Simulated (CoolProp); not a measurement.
Model: reference Helmholtz-energy equation of state, Guder 2009, in CoolProp.

Task: For sulfur hexafluoride, give the phase and the Joule-Thomson coefficient (K/MPa) at 570.8 K and 1.01 bar.

Result: 
- 570.8 K and 1.01 bar: gas; Joule-Thomson coefficient 1.76
